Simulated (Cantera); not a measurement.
A perfectly stirred reactor is fed with H₂ : O₂ : N₂ : H₂O = 0.61 : 1.19 : 4.48 : 0.24 (molar parts), equivalence ratio 0.26, at 1700000 Pa; it is adiabatic with a 700 K inlet, and is followed from long to short residence time, starting on the burning branch (τ in s: 0.21, 0.078, 0.029, 0.011, 0.004, 0.0015, 0.00054, 0.0002, 7.5e-05).

Detailed kinetics in Cantera: the H2/O2 subset of GRI-Mech 3.0, which has no nitrogen chemistry. The hydrogen kinetics of GRI-Mech 3.0 are dated; newer H2 mechanisms differ, most at raised pressure. The pressure lies above the range GRI-Mech 3.0 was tuned for (to about 10 atm).

x: mole fraction; the columns are a selection and need not sum to one.

| τ (s) | T (K) | x H₂ | x O₂ | x H₂O | x O | x H₂O₂ | x H |
|---|---|---|---|---|---|---|---|
| 0.21 | 1400 | 7.02e-5 | 0.142 | 0.137 | 1.92e-7 | 1.08e-7 | 1.75e-8 |
| 0.078 | 1400 | 0.000182 | 0.142 | 0.137 | 3.95e-7 | 2.84e-7 | 4.51e-8 |
| 0.029 | 1398 | 0.000452 | 0.143 | 0.136 | 8.62e-7 | 8.22e-7 | 1.14e-7 |
| 0.011 | 1393 | 0.00107 | 0.143 | 0.136 | 1.81e-6 | 2.44e-6 | 2.79e-7 |
| 0.0040 | 1382 | 0.00269 | 0.143 | 0.134 | 3.53e-6 | 8.14e-6 | 6.99e-7 |
| 0.0015 | 1343 | ___ | 0.146 | 0.128 | ___ | ___ | ___ |
| 0.00054 | 700 | 0.0936 | 0.183 | 0.0368 | <1e-12 | <1e-12 | <1e-12 |
| 0.00020 | 700 | 0.0936 | 0.183 | 0.0368 | <1e-12 | <1e-12 | <1e-12 |
| 7.5e-5 | 700 | 0.0936 | 0.183 | 0.0368 | <1e-12 | <1e-12 | <1e-12 |

**Question.** What belongs in the gaps?

**Answer.** 
- 0.0015, x H₂: 0.00822
- 0.0015, x O: 4.85e-6
- 0.0015, x H₂O₂: 3.70e-5
- 0.0015, x H: 1.58e-6
